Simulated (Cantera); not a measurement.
# Premixed flame

A freely propagating, adiabatic, planar premixed flame of 46.9 % H₂, 11.2 % O₂, 42.0 % N₂, unburnt at 398 K and 7500 Torr; mixture-averaged transport, grid criteria slope 0.08 and curve 0.16, no radiation.

Model: the H2/O2 subset of GRI-Mech 3.0, which has no nitrogen chemistry, integrated in Cantera. The hydrogen kinetics of GRI-Mech 3.0 are dated; newer H2 mechanisms differ, most at raised pressure. Burning velocities carry a grid error of a few per cent, more on coarse grids.

```tsv
z (mm)	T (K)	u (m/s)	x H₂	x O₂	x H₂O	x O	x HO₂	x H₂O₂
-0.0678	398	3.69	0.469	0.112	5.19e-8	<1e-8	<1e-8	<1e-8
-0.0452	398	3.69	0.469	0.112	5.67e-7	<1e-8	2.45e-8	<1e-8
-0.0339	399	3.70	0.468	0.112	7.74e-6	<1e-8	4.08e-7	5.29e-8
-0.0226	407	3.76	0.465	0.112	0.000120	1.11e-7	7.72e-6	1.00e-6
-0.0113	548	4.87	0.439	0.114	0.00722	8.14e-6	0.000724	6.89e-5
-0.00565	901	7.73	0.398	0.102	0.0431	0.000146	0.00129	0.000159
0	1306	11.0	0.347	0.0739	0.106	0.000685	0.000614	6.99e-5
0.00565	1587	13.3	0.303	0.0415	0.169	0.00105	0.000296	9.64e-6
0.0113	1746	14.6	0.275	0.0194	0.210	0.000821	0.000131	3.38e-6
0.0226	1882	15.7	0.259	0.00383	0.240	0.000321	2.43e-5	1.23e-6
0.0452	1972	16.3	0.259	0.000304	0.248	0.000121	1.93e-6	3.59e-7
0.0905	2037	16.8	0.264	2.78e-5	0.250	4.85e-5	2.56e-7	1.38e-7
0.181	2080	17.1	0.267	7.88e-6	0.251	1.63e-5	7.91e-8	5.45e-8
```
x: mole fraction of selected species; z is measured from the peak of heat release.

- laminar burning velocity = 369 cm/s
- thermal thickness = 0.0226 mm
- peak x(O) = 0.00105
- peak x(HO₂) = 0.00147
- peak x(H₂O₂) = 0.000159
- grid points = 118
